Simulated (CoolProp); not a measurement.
Properties of hexamethyldisiloxane (MM) along the isotherm 346.85 °C (Tc = 245.6 °C, pc = 19.31 bar, ω = 0.418).

Values from CoolProp's reference Helmholtz-energy equation of state, Thol 2016.

```
p (bar)          phase  density (kg/m³)  cv (kJ/(kg K))  Joule-Thomson coefficient (K/MPa)  expansivity (1/kK)  fugacity coefficient
-------  -------------  ---------------  --------------  ---------------------------------  ------------------  --------------------
1.81               gas            5.803               ?                              5.353               1.727                0.9827
3.62               gas            11.82               ?                              5.468               1.851                0.9656
5.43               gas            18.06           2.223                              5.582               1.986                0.9487
7.24               gas            24.55           2.225                              5.694               2.132                0.9320
9.05               gas            31.29           2.227                              5.803               2.290                0.9156
10.9               gas            38.46               ?                              5.911               2.465                0.8991
12.7               gas            45.72           2.232                              6.009               2.649                0.8833
14.5               gas            53.27           2.235                              6.101               2.846                0.8678
16.3               gas            61.12           2.237                              6.185               3.056                0.8526
18.1               gas            69.29           2.240                              6.260               3.281                0.8377
19.9     supercritical                ?           2.243                              6.326               3.520                0.8231
21.7     supercritical            86.59           2.246                              6.383               3.773                0.8088
23.5     supercritical            95.74           2.249                              6.430               4.040                0.7948
25.3     supercritical            105.2           2.253                              6.467               4.322                0.7812
27.2     supercritical            115.6           2.256                              6.493               4.634                0.7671
29       supercritical            125.9           2.259                              6.504               4.942                0.7541
```

Task: What belongs in the gaps?

Result: 
- 1.81, cv (kJ/(kg K)): 2.219
- 3.62, cv (kJ/(kg K)): 2.221
- 10.9, cv (kJ/(kg K)): 2.230
- 19.9, density (kg/m³): 77.77
